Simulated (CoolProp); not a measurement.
Saturation properties of R22.

Values from CoolProp's reference Helmholtz-energy equation of state, Kamei 1995.

```tsv
T (°C)	p (bar)	vapour density (kg/m³)	enthalpy of vaporisation (kJ/kg)	liquid cp (kJ/(kg K))	liquid viscosity (µPa s)
-29.55	1.670	7.511	226.5	1.106	247
-21.95	2.274	10.04	221.4	1.119	224
-14.45	3.023	13.15	216.1	1.134	204
-6.95	3.946	16.97	210.5	1.151	186
0.55	5.070	21.60	204.6	1.171	170
8.15	6.438	27.27	198.3	1.193	155
15.65	8.043	33.99	191.7	1.219	142
23.15	9.928	42.02	184.6	1.249	130
30.65	12.12	51.60	177.0	1.284	119
38.25	14.69	63.21	168.6	1.327	109
45.75	17.60	76.95	159.7	1.382	99.5
53.25	20.92	93.54	149.8	1.452	90.9
```

It boils at -40.8 °C under 1 atm.

Viscosity comes from a separate model (Bell 2016), an estimate that may be off by 10 % or more.
